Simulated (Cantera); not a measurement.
An isothermal plug-flow reactor at 850 K and 270000 Pa (inlet), inlet velocity 4.3 m/s, active area per volume 100 1/m; feed H2 : O2 : N2 = 0.02 : 0.067 : 0.79 (molar parts), equivalence ratio 0.15.

Cantera simulation using Deutschmann's 1995 Pt surface mechanism with GRI-Mech 3.0 gas chemistry; the numbers are that mechanism's predictions, not measurements. Catalytic surfaces can have several steady states; this one follows from the mechanism file's or the stated starting coverage. Mass transfer to the wall is taken as infinitely fast.

One state of this run: x H2 = 0.0103; x O2 = 0.0705; x H2O = 0.0127; θ free Pt = 0.290; θ O* = 0.701; θ OH* = 0.00829. x: gas mole fraction; θ: surface coverage.

Q: Which value of z (m) does it belong to?
A) 7.5e-05
B) 0.0024
C) 0.0013
D) 0.00013

A: B, 0.0024
